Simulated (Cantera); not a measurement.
An isothermal, constant-pressure homogeneous reactor starts with N2O : H2O = 1 : 0.02 (molar parts), at 1200 K and 1.00 bar.

Model: GRI-Mech 3.0 (53 species, 325 reactions), integrated in Cantera. GRI-Mech 3.0 was tuned for natural gas; its chemistry of N2O as a main component is partial and can be far from experiment. The mechanism lacks the step 2 NO + O2 → 2 NO2, which can matter for NO2 below about 1400 K. The temperature is held fixed by assumption; the heat of reaction is taken as removed at once.

Problem. Predict: x(N2O) at 1.00 s; x(H2O) at 1.00 s; x(NO2) at 1.00 s; x(OH) at 1.00 s; x(O2) at 1.00 s; x(HO2) at 1.00 s.

Solution. 
```
Property                                            Result
----------------  ----------------------------------------
x(N2O) at 1.00 s     0.447 (gas-phase equilibrium 1.44e-8)
x(H2O) at 1.00 s     0.0161 (gas-phase equilibrium 0.0132)
x(NO2) at 1.00 s  0.000644 (gas-phase equilibrium 4.74e-6)
x(OH) at 1.00 s    1.17e-5 (gas-phase equilibrium 1.22e-6)
x(O2) at 1.00 s        0.163 (gas-phase equilibrium 0.329)
x(HO2) at 1.00 s   8.68e-8 (gas-phase equilibrium 6.81e-9)
```
